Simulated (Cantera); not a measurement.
An isothermal, constant-pressure homogeneous reactor starts with NO : N₂ = 1 : 4.1 (molar parts), at 2200 K and 10.00 Torr. Integrator tolerance rtol = 1e-08.

Model: GRI-Mech 3.0 (53 species, 325 reactions), integrated in Cantera. Radical loss at walls, strong at low pressure, is not modelled.

Problem. What does this change do: NO 1 to 0.47 parts?

Solution. 
| quantity | before | after |
|---|---|---|
| x(NO) at 5.00 s | 0.0301 (gas-phase equilibrium 0.00883) | 0.0347 (gas-phase equilibrium 0.00646) |
| x(O) at 5.00 s | 0.00642 (gas-phase equilibrium 0.00706) | 0.00392 (gas-phase equilibrium 0.00503) |
| x(O₂) at 5.00 s | 0.0795 (gas-phase equilibrium 0.0897) | 0.0320 (gas-phase equilibrium 0.0456) |
| x(N₂O) at 5.00 s | 2.66e-7 (gas-phase equilibrium 6.04e-8) | 4.07e-7 (gas-phase equilibrium 4.54e-8) |
| x(N₂) at 5.00 s | 0.884 (gas-phase equilibrium 0.894) | 0.929 (gas-phase equilibrium 0.943) |
| x(NO₂) at 5.00 s | 2.76e-6 (gas-phase equilibrium 8.47e-7) | 2.02e-6 (gas-phase equilibrium 4.41e-7) |
